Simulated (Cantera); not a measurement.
Charge: 1 mol FeS, 14 mol H2, held at 0.0975 Torr.

Method: chemical equilibrium by Gibbs-energy minimisation in Cantera with the NASA 1993 tables (ideal gas, pure condensed phases). Candidate condensed phases: Fe, FeS, FeS2, S; 8 gas species. Kinetics and transport are ignored.

x: gas mole fraction; n: condensed amount in mol.

| T (°C) | x H2 | x Fe | x S2 | x H | n Fe(γ) | n Fe(δ) |
|---|---|---|---|---|---|---|
| 1327 | 0.948 | 0.00843 | 0.0292 | 0.00464 | 0.877 | 0 |
| 1352 | 0.942 | [?] | 0.0288 | [?] | [?] | 0 |
| 1377 | 0.932 | [?] | 0.0282 | [?] | [?] | 0 |
| 1402 | 0.919 | 0.0319 | 0.0275 | 0.00976 | 0 | 0.519 |
| 1427 | 0.901 | 0.0484 | 0.0265 | 0.0123 | 0 | 0.257 |
| 1452 | 0.882 | 0.0639 | 0.0254 | 0.0153 | 0 | 0 |
| 1477 | 0.878 | 0.0637 | 0.0247 | 0.0191 | 0 | 0 |
| 1502 | 0.873 | 0.0635 | 0.0238 | 0.0237 | 0 | 0 |

Some entries are withheld; supply them.


- 1377, x Fe: 0.0208
- 1377, x H: 0.00769
- 1377, n Fe(γ): 0.691
- 1352, x Fe: 0.0133
- 1352, x H: 0.00600
- 1352, n Fe(γ): 0.804
